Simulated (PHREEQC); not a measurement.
**Leach liquor: speciation**

Consider water at 25 °C with 0.018 mol/kgw H2SO4, 4.5e-05 mol/kgw NiSO4 and 0.29 mol/kgw Na2SO4. Closed to the air; pH follows from the charge balance.

Computed with PHREEQC (ion-association model, wateq4f.dat).

```json
{
  "pH": "2.26",
  "ionic_strength": "0.689 mol/kgw",
  "activity_of_water": "0.986",
  "total_alkalinity": "-36.0 meq/kg"
}
```

```
species     molality  activity   log γ
----------  --------  --------  ------
Na+            0.491     0.347  -0.151
SO4-2          0.191    0.0344  -0.744
NaSO4-        0.0887    0.0598  -0.171
HSO4-         0.0287    0.0185  -0.190
H+           0.00734   0.00554  -0.123
NiSO4        2.88e-5   3.37e-5   0.069
Ni+2         1.60e-5   5.03e-6  -0.504
Ni(SO4)2-2   1.98e-7   6.22e-8  -0.504
```

This is a speciation only: nothing precipitates in the calculation.
